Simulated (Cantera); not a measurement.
Input (Python, Cantera) and output of one run.

```python
import numpy as np
import cantera as ct

gas_names = [...]  # 45 gases of nasa_gas.yaml made of Al, Cl, H, N, O
cond_names = """
    AL(cr) AL(L) ALCL3(s) ALCL3(L) ALN(s) AL2O3(a) AL2O3(L) H2O(s) H2O(L) NH4CL(a) NH4CL(b)
""".split()


# ... load() reads the species with a 1 bar reference pressure and builds the phases ...
atoms = {
    'AlCl3': {'AL': 1, 'CL': 3},
    'N2O': {'N': 2, 'O': 1},
    'H2': {'H': 2},
}
top_T = {'ALN(s)': 2750}  # K; cautious upper limits of use, not melting points


# ... equilibrate(T, P, feed) seeds the gas with the atoms and calls Mixture.equilibrate('TP', solver="vcs", rtol=1e-11, max_steps=5000) ...
results = []
feed = {'AlCl3': 1, 'N2O': 3.6, 'H2': 2.7}  # mol
P = 71000  # Pa
for T in [1275, 1325, 1375, 1425, 1475, 1525, 1575, 1625, 1675, 1725, 1775, 1825, 1875, 1925]:
    mix = equilibrate(T, P, feed)
    results.append((T, P, feed, dict(zip(mix.species_names, mix.species_moles))))

top = {s: max(r[3][s] / sum(r[3][g] for g in gas_names) for r in results) for s in gas_names}
cols = sorted((s for s in top if top[s] > 1e-06), key=lambda s: -top[s])[:7]
seen = [c for c in cond_names if any(r[3].get(c, 0) > 1e-12 for r in results)]
print("log10 of partial pressures in bar; condensed amounts in mol")
print(f"{'T/K':>10s}" + "".join(f"{s[:9]:>10s}" for s in cols + seen))
for T, P, feed, n in results:
    ng = sum(n[g] for g in gas_names)
    print(f"{T:10.4g}" + "".join(f"{np.log10(max(n[s] / ng * P / 1e5, 1e-99)):10.3f}" for s in cols)
          + "".join(f"{n.get(c, 0):10.4g}" for c in seen))
```

Result:

```
log10 of partial pressures in bar; condensed amounts in mol
       T/K        N2       HCL       H2O        O2        CL       CL2        NO  AL2O3(a)
      1275    -0.507    -0.613    -0.953    -1.456    -3.075    -2.139    -4.065       0.5
      1325    -0.507    -0.609    -0.957    -1.450    -2.920    -2.217    -3.921       0.5
      1375    -0.508    -0.607    -0.961    -1.446    -2.778    -2.293    -3.788       0.5
      1425    -0.508    -0.606    -0.963    -1.444    -2.647    -2.367    -3.665       0.5
      1475    -0.508    -0.605    -0.964    -1.443    -2.527    -2.438    -3.551       0.5
      1525    -0.509    -0.605    -0.965    -1.443    -2.415    -2.507    -3.446       0.5
      1575    -0.509    -0.606    -0.965    -1.445    -2.311    -2.574    -3.347       0.5
      1625    -0.510    -0.607    -0.965    -1.447    -2.215    -2.639    -3.255       0.5
      1675    -0.510    -0.608    -0.964    -1.451    -2.126    -2.703    -3.169       0.5
      1725    -0.510    -0.611    -0.962    -1.456    -2.043    -2.766    -3.089       0.5
      1775    -0.511    -0.613    -0.960    -1.462    -1.966    -2.828    -3.014       0.5
      1825    -0.511    -0.617    -0.958    -1.468    -1.894    -2.889    -2.944       0.5
      1875    -0.512    -0.620    -0.955    -1.476    -1.828    -2.949    -2.879    0.4999
      1925    -0.512    -0.624    -0.952    -1.485    -1.765    -3.008    -2.817    0.4999
```

Cantera equilibrium calculation (NASA polynomials, part measured and part estimated; ideal gas, pure solids and liquids). Gases not in the tables: Al(OH)3.
